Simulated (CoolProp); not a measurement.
Vapour pressure (kPa) of isobutane: the reference equation beside estimates from Tc = 407.8 K, pc = 3629 kPa, ω = 0.184. Clausius-Clapeyron is anchored at 255.4 K with a constant enthalpy of vaporisation of 21.53 kJ/mol.

Computed with CoolProp (reference Helmholtz-energy equation of state, Bücker 2006).

| T (K) | reference | Lee-Kesler | Clausius-Clapeyron | Redlich-Kwong | Soave-Redlich-Kwong |
|---|---|---|---|---|---|
| 243.2 | 46.73 | 45.96 | 47.87 | 69.68 | 46.23 |
| 255.4 | 79.61 | 78.76 | 79.61 | 114.9 | 78.98 |
| 267.6 | 128.3 | 127.6 | 126.4 | 179.4 | 127.7 |
| 279.8 | 197.4 | 197.1 | 192.7 | 267.3 | 197.1 |
| 292 | 291.8 | 292.2 | 283.6 | 383.0 | 292.2 |
| 304.2 | 416.8 | 418.1 | 404.8 | 530.7 | 418.6 |
| 316.4 | 578.0 | 580.1 | 562.0 | 714.7 | 582.1 |
| 328.6 | 781.3 | 783.9 | 761.5 | 939.1 | 788.7 |
| 340.8 | 1033 | 1036 | 1010 | 1208 | 1045 |
| 353 | 1340 | 1341 | 1313 | 1524 | 1357 |
| 365.2 | 1709 | 1709 | 1677 | 1892 | 1731 |
| 377.4 | 2148 | 2148 | 2109 | 2315 | 2175 |

Absolute difference from the reference over all 12 rows, mean and median: Lee-Kesler 0.4 and 0.3 %, Clausius-Clapeyron 2.1 and 2.3 %, Redlich-Kwong 26.7 and 25.5 %, Soave-Redlich-Kwong 0.8 and 0.9 %.
